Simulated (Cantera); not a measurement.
A Cantera script and what it prints.

```python
import numpy as np
import cantera as ct

gas_names = [...]  # 123 gases of nasa_gas.yaml made of C, H, O, Si
cond_names = """
    C(gr) C6H6(L) C7H8(L) C8H18(L),n-octa H2O(s) H2O(L) Si(cr) Si(L) SiC(b) SiO2(Lqz) SiO2(hqz) SiO2(L)
""".split()


# ... load() reads the species with a 1 bar reference pressure and builds the phases ...
atoms = {
    'SiO2': {'Si': 1, 'O': 2},
    'CO': {'C': 1, 'O': 1},
    'H2': {'H': 2},
}
top_T = {'C(gr)': 4500, 'SiC(b)': 3050}  # K; cautious upper limits of use, not melting points


# ... equilibrate(T, P, feed) seeds the gas with the atoms and calls Mixture.equilibrate('TP', solver="vcs", rtol=1e-11, max_steps=5000) ...
results = []
feed = {'SiO2': 1, 'CO': 2.1, 'H2': 0.33}  # mol
T = 1173  # K
P = 22000  # Pa
mix = equilibrate(T, P, feed)
results.append((T, P, feed, dict(zip(mix.species_names, mix.species_moles))))
x = sorted(zip(gas.X, gas.species_names), reverse=True)
print(f"T = {T:g} K  P = {P:g} Pa  gas = {mix.phase_moles(0):.4g} mol")
print("   x: " + "  ".join(f"{s} {v:.3e}" for v, s in x if v > 1e-06))
print("   condensed (mol): " + ("  ".join(f"{mix.phase(i).name} {mix.phase_moles(i):.4g}"
      for i in range(1, mix.n_phases) if mix.phase_moles(i) > 1e-12) or "none"))
```

It prints:

```
T = 1173 K  P = 22000 Pa  gas = 2.417 mol
   x: CO 8.590e-01  H2 1.355e-01  CO2 4.528e-03  H2O 9.089e-04  CH4 7.856e-05
   condensed (mol): C(gr) 0.01295  SiO2(hqz) 1
```

These are equilibrium values from Cantera (NASA tables, ideal gas, pure condensed phases), not measurements of a reactor. The tables hold silica as quartz up to 1696 K and as liquid above; real silica turns to tridymite and cristobalite and melts near 1996 K.
